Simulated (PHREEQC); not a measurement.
Solution A (74 mmol/kgw KHF2) is mixed with solution B (0.035 mol HBr, 5.4e-05 mol CaCl2 and 0.0073 mol CuCl2 per kg of water) at 25 °C; shares are by mass of water, 1 kg in all. Oxygen is held at 0.21 atm. No CO2 enters from the air. Solids allowed: Fluorite, Sylvite. Others were left out.

The numbers come from PHREEQC with the ion-association model, phreeqc.dat.

```csv
share of solution B,pH,Fluorite (mol),Ca+2 (mol/kgw),Cu+2 (mol/kgw),F- (mol/kgw),HF (mol/kgw),HF2- (mol/kgw)
0,3.08,0,0,0,0.0611,0.0591,0.0139
0.1,3.03,5.37e-6,3.40e-8,0.000515,0.0524,0.0574,0.0115
0.2,2.97,1.08e-5,___,0.00108,0.0438,0.0556,___
0.3,2.89,1.61e-5,___,0.00169,0.0351,0.0536,0.00721
0.4,2.79,___,1.19e-7,0.00237,0.0265,0.0513,0.00521
0.5,___,2.68e-5,2.44e-7,0.00313,0.0182,0.0485,0.00338
0.6,2.45,3.17e-5,7.10e-7,0.00397,0.0105,0.0447,0.00180
0.7,2.17,3.42e-5,3.59e-6,0.00484,0.00464,0.0381,0.000678
0.8,1.88,1.70e-5,2.62e-5,0.00567,0.00174,0.0274,0.000182
0.9,1.68,0,4.86e-5,0.00643,0.000560,0.0141,___
1,1.53,0,5.40e-5,0.00717,0,0,0
```

**Question.** Fill in the missing entries.

**Answer.** 
- 0.2, Ca+2 (mol/kgw): 4.70e-8
- 0.2, HF2- (mol/kgw): 0.00933
- 0.3, Ca+2 (mol/kgw): 7.04e-8
- 0.4, Fluorite (mol): 2.15e-5
- 0.5, pH: 2.65
- 0.9, HF2- (mol/kgw): 3.04e-5

Complexes and solids missing from the database can't appear.
